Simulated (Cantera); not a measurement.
Cantera run, input and output.

```python
import numpy as np
import cantera as ct

gas = ct.Solution("gri30.yaml")
gas.TPX = 1475, 100000, {'CH4': 1, 'CO': 0.21, 'O2': 0.877, 'N2': 3.3}
reactor = ct.IdealGasReactor(gas, energy="on", clone=False)
net = ct.ReactorNet([reactor])
net.rtol, net.atol = 1e-08, 1e-16
show = ['CH4', 'CO', 'O2', 'NO', 'H', 'C2H6', 'HO2']
times = np.geomspace(3e-06, 0.1, 14)

steps = ct.SolutionArray(gas, extra=["t"])
rows = []
print(f"{'t/s':>10s}{'T/K':>9s}{'P/Pa':>11s}" + "".join(f"{s:>11s}" for s in show))
for t in times:
    while net.time < t:
        t_next = net.step()
        steps.append(gas.state, t=t_next)
    rows.append([np.interp(t, steps.t, y) for y in (steps.T, steps.P, *steps(*show).X.T)])
    print(f"{t:10.3e}{rows[-1][0]:9.1f}{rows[-1][1]:11.4g}" + "".join(f"{x:11.3e}" for x in rows[-1][2:]))
rate = np.gradient(steps.T, steps.t)
print("integrator steps:", len(steps.t))
if steps.T.max() > steps.T[0] + 200:
    print(f"time of steepest temperature rise: {steps.t[rate.argmax()]:.4e} s")
gas.TPX = 1475, 100000, {'CH4': 1, 'CO': 0.21, 'O2': 0.877, 'N2': 3.3}
gas.equilibrate("UV")
print(f"equilibrium (UV): T = {gas.T:.1f} K  " + "  ".join(f"{s} {gas[s].X[0]:.3e}" for s in show))
```

It prints:

```
       t/s      T/K       P/Pa        CH4         CO         O2         NO          H       C2H6        HO2
 3.000e-06   1475.0      1e+05  1.856e-01  3.898e-02  1.628e-01  6.845e-17  9.593e-09  6.873e-12  2.661e-07
 6.684e-06   1475.0      1e+05  1.856e-01  3.898e-02  1.628e-01  1.792e-16  1.003e-08  8.525e-11  5.646e-07
 1.489e-05   1475.0      1e+05  1.856e-01  3.898e-02  1.628e-01  4.597e-16  1.110e-08  1.083e-09  1.130e-06
 3.318e-05   1475.0      1e+05  1.856e-01  3.898e-02  1.628e-01  1.279e-15  1.394e-08  1.516e-08  2.001e-06
 7.392e-05   1475.0      1e+05  1.856e-01  3.898e-02  1.628e-01  4.317e-15  2.194e-08  2.402e-07  2.809e-06
 1.647e-04   1475.0      1e+05  1.855e-01  3.897e-02  1.628e-01  1.857e-14  4.480e-08  3.861e-06  3.039e-06
 3.669e-04   1475.8  1.001e+05  1.852e-01  3.897e-02  1.626e-01  9.016e-14  1.089e-07  4.592e-05  4.059e-06
 8.176e-04   1480.5  1.004e+05  1.840e-01  3.902e-02  1.619e-01  4.348e-13  2.833e-07  2.875e-04  8.982e-06
 1.822e-03   1523.6  1.035e+05  1.748e-01  4.094e-02  1.559e-01  7.205e-12  2.590e-06  1.621e-03  3.980e-05
 4.058e-03   2582.0  2.129e+05  1.482e-10  1.713e-01  9.194e-06  2.720e-04  1.099e-02  4.120e-21  1.143e-08
 9.042e-03   2583.0   2.13e+05  1.416e-10  1.713e-01  9.293e-06  1.534e-04  1.103e-02  3.794e-21  1.155e-08
 2.015e-02   2583.1   2.13e+05  1.411e-10  1.713e-01  9.304e-06  1.415e-04  1.103e-02  3.769e-21  1.156e-08
 4.488e-02   2583.1   2.13e+05  1.411e-10  1.713e-01  9.304e-06  1.414e-04  1.103e-02  3.769e-21  1.156e-08
 1.000e-01   2583.1   2.13e+05  1.411e-10  1.713e-01  9.304e-06  1.414e-04  1.103e-02  3.769e-21  1.156e-08
integrator steps: 2072
time of steepest temperature rise: 2.3104e-03 s
equilibrium (UV): T = 2583.1 K  CH4 1.580e-10  CO 1.713e-01  O2 9.304e-06  NO 1.414e-04  H 1.103e-02  C2H6 4.613e-21  HO2 1.156e-08
```

Computed with Cantera and GRI-Mech 3.0 (53 species, 325 reactions).
